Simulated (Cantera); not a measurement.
Input: 1 mol PbO, 0.23 mol H2, held at 600 °C and 0.353 Torr.

These are equilibrium values from Cantera (NASA tables, ideal gas, pure condensed phases), not measurements of a reactor. Candidate condensed phases: H2O, Pb, PbO, PbO2, Pb3O4; 12 gas species. The numbers say what is thermodynamically allowed, not how fast it happens.

Q: What is the equilibrium state?

A: 
* **x(H2O)**: 0.999
* **x(Pb)**: 0.00136
* **x(H2)**: 8.88e-5
* **x(PbO)**: 5.05e-6
* **n(Pb(l))**: 0.230 mol
* **n(PbO(yellow))**: 0.770 mol
* **gas amount**: 0.2303 mol
* **log10 activity of PbO2(s) (absent)**: -9.62
